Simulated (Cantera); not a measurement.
A freely propagating, adiabatic, planar premixed flame of CH4 : CO : O2 : N2 = 1 : 0.58 : 2.52 : 6.54 (molar parts), equivalence ratio 0.91, unburnt at 373 K and 0.300 bar; unity-Lewis-number transport, grid criteria slope 0.08 and curve 0.16, no radiation.

Cantera simulation using GRI-Mech 3.0 (53 species, 325 reactions); the numbers are that mechanism's predictions, not measurements. Unity Lewis numbers drop preferential diffusion, which matters most where H2 and H carry the flame. Burning velocities carry a grid error of a few per cent, more on coarse grids.

Question: Predict: laminar burning velocity; thermal thickness; peak x(CH2CO); peak x(C2H2); peak x(C2H6).

Answer: 
```json
{
 "laminar_burning_velocity": "87.5 cm/s",
 "thermal_thickness": "0.887 mm",
 "peak x(CH2CO)": "3.82e-5",
 "peak x(C2H2)": "2.36e-5",
 "peak x(C2H6)": "0.000540"
}
```
